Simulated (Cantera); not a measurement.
Feed: 1 mol HMDSO, 18 mol N₂O, equilibrated at 133 Pa.

Equilibrium computed with Cantera from the NASA thermochemical tables; the gas is ideal and each condensed phase is pure. Candidate condensed phases: C, C₆H₆, C₇H₈, C₈H₁₈, H₂O, Si, SiC, SiO₂, Si₂N₂O, Si₃N₄; 151 gas species. The feed counts by its element totals alone. The tables hold silica as quartz up to 1696 K and as liquid above; real silica turns to tridymite and cristobalite and melts near 1996 K. Rates play no part. All values below are at 1573 K.

Base state: N₂ 0.545, H₂O 0.191, CO 0.100, CO₂ 0.0815, H₂ 0.0813, H 0.000318, OH 2.69e-5 (mole fractions); condensed: SiO₂(β-quartz).

What changes in the equilibrium state with this change: HMDSO replaced by SiH₂Cl₂?


| species | before | after |
|---|---|---|
| N₂ | 0.545 | 0.638 |
| O₂ | 9.55e-8 | 0.277 |
| HCl | 0 | 0.0468 |
| H₂O | 0.191 | 0.0119 |
| CO | 0.100 | 0 |
| CO₂ | 0.0815 | 0 |
| Cl | 0 | 0.0240 |
| H₂ | 0.0813 | 2.98e-6 |
| Cl₂ | 0 | 8.80e-5 |
| ClO | 0 | 1.04e-5 |
| NO | 9.65e-7 | 0.00178 |
| O | 8.84e-8 | 0.000151 |
| SiO₂(β-quartz), mol | 2.00 | 1.00 |
Further candidate phases: NH₄Cl.
